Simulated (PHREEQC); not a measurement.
1 kg of water holding 12 mmol/kgw NaCl, 150 mmol/kgw KCl and 45 mmol/kgw CaCl2 is evaporated at 75 °C; the solids stay in contact with the brine. CO2 from the air is kept out. Only these solids could form: Halite, Portlandite, Sylvite.

The series has 24 steps of water left (kg), from 1 to 0.01099.

All values are PHREEQC results (Pitzer model, pitzer.dat), not measurements.

**Question.** Which solids form, in which order, and at which step of the series does each first stand?

**Answer.** Sylvite from water left = 0.0293 kg; Halite from water left = 0.01099 kg.

Complexes and solids missing from the database can't appear. At this temperature some constants are extrapolated from 25 °C, and those without enthalpy data are left unchanged.
